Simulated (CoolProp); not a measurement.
A single-stage vapour-compression cycle with the fluid: evaporating at 298.15 K (dew point), condensing at 337.15 K (bubble point), superheat 5 K, subcooling 0 K, compressor efficiency 0.75, no pressure losses. The same conditions are run with several fluids, on thermodynamics alone (safety and materials aside).

Model: reference Helmholtz-energy equation of state of each fluid (R11: Jacobsen 1992; n-perfluorobutane: Gao 2022; R236EA: Rui 2013; the fluoroketone C6F12O (FK-5-1-12): McLinden 2015; propyne: Polt 1992; R134a: Tillner-Roth 1994), in CoolProp. The equations of Platzer and Polt are older, rougher fits.

Q: Rank R11, n-perfluorobutane, R236EA, the fluoroketone C6F12O (FK-5-1-12), propyne, R134a by cooling COP, highest first.

A: R11 (5.05), propyne (4.80), R236EA (4.53), R134a (4.30), the fluoroketone C6F12O (FK-5-1-12) (4.05), n-perfluorobutane (3.62)

```json
[
 {"fluid": "R11", "pressure ratio": "3.29", "discharge temperature (K)": "356.7", "refrigerating effect (kJ/kg)": "149", "volumetric capacity (kJ/m³)": "891"},
 {"fluid": "n-perfluorobutane", "pressure ratio": "2.97", "discharge temperature (K)": "337.2", "refrigerating effect (kJ/kg)": "46.3", "volumetric capacity (kJ/m³)": "1290"},
 {"fluid": "R236EA", "pressure ratio": "3.26", "discharge temperature (K)": "338.4", "refrigerating effect (kJ/kg)": "109", "volumetric capacity (kJ/m³)": "1460"},
 {"fluid": "the fluoroketone C6F12O (FK-5-1-12)", "pressure ratio": "4.10", "discharge temperature (K)": "337.1", "refrigerating effect (kJ/kg)": "55.6", "volumetric capacity (kJ/m³)": "291"},
 {"fluid": "propyne", "pressure ratio": "2.72", "discharge temperature (K)": "362.1", "refrigerating effect (kJ/kg)": "375", "volumetric capacity (kJ/m³)": "3870"},
 {"fluid": "R134a", "pressure ratio": "2.78", "discharge temperature (K)": "351.0", "refrigerating effect (kJ/kg)": "123", "volumetric capacity (kJ/m³)": "3870"}
]
```

The compression ends wet for: n-perfluorobutane; the fluoroketone C6F12O (FK-5-1-12).
